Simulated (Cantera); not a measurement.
Input: 1 mol CF4, 0.18 mol H2, at 3248.15 K and 1.00 Torr.

Method: chemical equilibrium by Gibbs-energy minimisation in Cantera with the NASA 1993 tables (ideal gas, pure condensed phases). Equilibrium is a limit: real reactors are often held back by kinetics, nucleation or transport.

| species | before | after |
|---|---|---|
| F | 0.779 | 0.824 |
| HF | 0.0398 | 0.0908 |
| CF | 0.0313 | 0.0472 |
| C | 0.0727 | 0.00155 |
| CF2 | 0.000341 | 0.0284 |
| H | 0.0367 | 0.000886 |
| C2 | 0.0133 | 0.000615 |
| C3 | 0.0271 | 0.00643 |
| CF3 | 1.74e-8 | 2.40e-5 |
| H2 | 1.76e-5 | 3.29e-7 |
| C2H | 4.94e-5 | 2.19e-6 |
| C4 | 3.82e-5 | 8.37e-6 |
| C5 | 4.64e-5 | 4.25e-5 |
| C(graphite), mol | 0 | 0.615 |
Gas species are given as mole fractions.

### Question
Name the change that produced these shifts.
A. pressure from 1.00 Torr to 0.135 Torr
B. H2 from 0.18 to 1.8 mol
C. temperature from 3248.15 K to 2698 K
D. temperature from 3248.15 K to 973 K

### Answer
C, temperature from 3248.15 K to 2698 K
